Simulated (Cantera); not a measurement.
A perfectly stirred reactor is fed with H2 : O2 = 0.096 : 1 (molar parts), at 0.0132 atm; it is held at 1300 K, and followed from long to short residence time.

Model: the H2/O2 subset of GRI-Mech 3.0, which has no nitrogen chemistry, integrated in Cantera. Radical loss at walls, strong at low pressure, is not modelled. The temperature is held fixed by assumption; the heat of reaction is taken as removed at once.

### Question
What does this change do: temperature 1300 to 1100 K?

### Answer
```csv
quantity,before,after
x(H2) at τ = 8.20 s,7.62e-5,0.000108
x(O2) at τ = 8.20 s,0.907,0.908
x(O) at τ = 8.20 s,0.00112,0.000571
x(OH) at τ = 8.20 s,0.00118,0.000458
x(HO2) at τ = 8.20 s,7.94e-7,1.59e-6
x(H2) at τ = 0.120 s,0.00101,0.00134
x(O2) at τ = 0.120 s,0.890,0.899
x(O) at τ = 0.120 s,0.0158,0.00807
x(OH) at τ = 0.120 s,0.00440,0.00193
x(HO2) at τ = 0.120 s,3.14e-6,5.59e-6
```
